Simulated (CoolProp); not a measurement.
Saturation properties of n-hexane.

Computed with CoolProp (reference Helmholtz-energy equation of state, Thol 2019).

```
T (K)   p (MPa)  enthalpy of vaporisation (kJ/kg)  vapour Z  surface tension (mN/m)  vapour viscosity (µPa s)
-----  --------  --------------------------------  --------  ----------------------  ------------------------
260.7  0.002986                             390.9    0.9963                    21.9                      5.48
281.8  0.009436                             377.1    0.9912                    19.6                      5.92
302.8   0.02458                             363.0    0.9822                    17.4                      6.34
323.9   0.05554                             348.4    0.9680                    15.2                      6.76
345      0.1117                             332.7    0.9477                    13.1                      7.18
366      0.2042                             315.9    0.9206                    11.1                      7.63
387.1    0.3474                             297.3    0.8857                    9.06                      8.17
408.2    0.5563                             276.3    0.8419                    7.14                      8.89
429.2    0.8463                             252.2    0.7881                    5.31                      9.87
```

It boils at 341.9 K under 1 atm.

Viscosity comes from a separate model (Michailidou 2013). Surface tension comes from a separate correlation (Mulero 2012).
